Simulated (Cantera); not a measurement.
A closed system holds: 1 mol Si, 2.9 mol SF6, held at 923.15 K and 72.0 Pa.

Cantera equilibrium calculation (NASA polynomials, part measured and part estimated; ideal gas, pure solids and liquids). Candidate condensed phases: S, Si; 21 gas species. The tables' values for SF3, SF5 are old estimates; treat these amounts as uncertain. Rates play no part.

Base state: SF4 0.510, SiF4 0.256, SF6 0.232, SF3 0.00130, SF2 0.000513, SF5 2.23e-5 (mole fractions); condensed: gas only.

**Question.** What changes in the equilibrium state with this change: temperature from 923.15 K to 1200 K?

**Answer.** 
```
species    before     after
-------  --------  --------
SF4         0.510     0.506
SiF4        0.256     0.252
SF6         0.232     0.220
F         1.60e-6    0.0174
SF5       2.23e-5  0.000275
SF3       0.00130   0.00326
SF2      0.000513  0.000621
```
